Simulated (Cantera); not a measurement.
What does this Cantera script print?

```python
import numpy as np
import cantera as ct

gas_names = """
    F F2 N NF NF2 NF3 N2 Si SiF SiF2 SiF3 SiF4 SiN Si2 Si2N Si3
""".split()
cond_names = """
    Si(cr) Si(L) Si3N4(a)
""".split()


# ... load() reads the species with a 1 bar reference pressure and builds the phases ...
atoms = {
    'Si': {'Si': 1},
    'NF3': {'N': 1, 'F': 3},
}
top_T = {'Si3N4(a)': 2400}  # K; cautious upper limits of use, not melting points


# ... equilibrate(T, P, feed) seeds the gas with the atoms and calls Mixture.equilibrate('TP', solver="vcs", rtol=1e-11, max_steps=5000) ...
results = []
feed = {'Si': 1, 'NF3': 4.9}  # mol
P = 11  # Pa
for T in [498, 598, 698, 798, 898, 998, 1098, 1198, 1298, 1398, 1498, 1598]:
    mix = equilibrate(T, P, feed)
    results.append((T, P, feed, dict(zip(mix.species_names, mix.species_moles))))

top = {s: max(r[3][s] / sum(r[3][g] for g in gas_names) for r in results) for s in gas_names}
cols = sorted((s for s in top if top[s] > 1e-05), key=lambda s: -top[s])[:9]
seen = [c for c in cond_names if any(r[3].get(c, 0) > 1e-12 for r in results)]
print("log10 of partial pressures in bar; condensed amounts in mol")
print(f"{'T/K':>10s}" + "".join(f"{s[:9]:>10s}" for s in cols + seen))
for T, P, feed, n in results:
    ng = sum(n[g] for g in gas_names)
    print(f"{T:10.4g}" + "".join(f"{np.log10(max(n[s] / ng * P / 1e5, 1e-99)):10.3f}" for s in cols)
          + "".join(f"{n.get(c, 0):10.4g}" for c in seen))
```

It prints:

```
log10 of partial pressures in bar; condensed amounts in mol
       T/K         F       NF3        F2        N2      SiF4
       498    -8.043    -4.146    -5.500    -4.830    -4.686
       598    -6.050    -4.620    -4.349    -4.599    -4.819
       698    -4.978    -6.071    -4.239    -4.538    -4.921
       798    -4.349    -7.744    -4.511    -4.613    -5.002
       898    -4.119    -9.838    -5.245    -4.698    -5.087
       998    -4.085   -11.939    -6.136    -4.717    -5.106
      1098    -4.081   -13.721    -6.915    -4.720    -5.109
      1198    -4.080   -15.213    -7.571    -4.720    -5.109
      1298    -4.080   -16.476    -8.128    -4.720    -5.109
      1398    -4.080   -17.558    -8.607    -4.720    -5.109
      1498    -4.080   -18.494    -9.023    -4.720    -5.109
      1598    -4.080   -19.313    -9.388    -4.720    -5.109
```

Method: chemical equilibrium by Gibbs-energy minimisation in Cantera with the NASA 1993 tables (ideal gas, pure condensed phases).
